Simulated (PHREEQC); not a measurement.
Make-up at 52 °C: 0.0013 mol/kgw CuSO4 and 0.00011 mol/kgw FeCl3. Closed to the air; pH follows from the charge balance.

Model: ion-association model, phreeqc.dat, run in PHREEQC.

**Question.** The ionic strength comes out as 0.00483 mol/kgw. What activity coefficients do FeSO4+, SO4-2, Cl-, Cu+2, FeOH+2 get?

**Answer.** FeSO4+ 0.93, SO4-2 0.73, Cl- 0.92, Cu+2 0.74, FeOH+2 0.73.

This is a speciation only: nothing precipitates in the calculation. Examples of supersaturated solids here: Hematite (slow to form), Goethite (slow to form). Others may be too. Constants without temperature data keep their 25 °C values here.
